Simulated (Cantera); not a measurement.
A closed system holds: 1 mol SiHCl₃, 2.5 mol NH₃, held at 2073.15 K and 6.50e-5 bar.

Cantera equilibrium calculation (NASA polynomials, part measured and part estimated; ideal gas, pure solids and liquids). Candidate condensed phases: NH₄Cl, Si, Si₃N₄; 28 gas species. The tables' values for SiCl, SiN are old estimates; treat these amounts as uncertain. The numbers say what is thermodynamically allowed, not how fast it happens.

Q: What is the equilibrium state?

A: 
```json
{
 "x(H₂)": "0.284",
 "x(HCl)": "0.201",
 "x(H)": "0.174",
 "x(N₂)": "0.139",
 "x(Cl)": "0.0909",
 "x(Si)": "0.0872",
 "x(SiCl₂)": "0.0178",
 "x(SiCl)": "0.00561",
 "x(SiH)": "0.000216",
 "gas_amount": "9.006 mol",
 "log10 activity of Si(l) (absent)": "-1.25"
}
```
